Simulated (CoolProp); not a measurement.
Toluene along the isobar 46.9 bar: density (kg/m³) from the reference equation and from simpler models built on Tc = 591.7 K, pc = 41.26 bar, ω = 0.266; each cubic takes its own stable root.

Computed with CoolProp (reference Helmholtz-energy equation of state, Lemmon 2006). It is a short technical equation, of lower accuracy than the large ones.

| T (K) | phase | reference | van der Waals | Redlich-Kwong | Soave-Redlich-Kwong | Peng-Robinson |
|---|---|---|---|---|---|---|
| 300.9 | liquid | 863.3 | 512.3 | 753.9 | 769.6 | 865.1 |
| 306.8 | liquid | 857.9 | 509.7 | 749.4 | 765.7 | 860.9 |
| 312.8 | liquid | 852.4 | 507.1 | 744.9 | 761.7 | 856.6 |
| 318.7 | liquid | 847.0 | 504.5 | 740.3 | 757.6 | 852.2 |
| 324.7 | liquid | 841.5 | 501.8 | 735.5 | 753.4 | 847.7 |
| 330.7 | liquid | 835.9 | 499.1 | 730.7 | 749.1 | 843.1 |
| 336.6 | liquid | 830.4 | 496.4 | 725.9 | 744.7 | 838.4 |
| 342.6 | liquid | 824.8 | 493.6 | 720.9 | 740.2 | 833.6 |
| 348.5 | liquid | 819.3 | 490.8 | 716.0 | 735.7 | 828.7 |
| 354.5 | liquid | 813.6 | 488.0 | 710.8 | 731.0 | 823.7 |
| 360.5 | liquid | 807.9 | 485.1 | 705.6 | 726.2 | 818.5 |
| 366.4 | liquid | 802.3 | 482.2 | 700.4 | 721.4 | 813.3 |
| 372.4 | liquid | 796.5 | 479.2 | 695.0 | 716.4 | 807.9 |
| 378.4 | liquid | 790.7 | 476.2 | 689.5 | 711.3 | 802.3 |
| 384.3 | liquid | 784.9 | 473.2 | 684.0 | 706.2 | 796.7 |
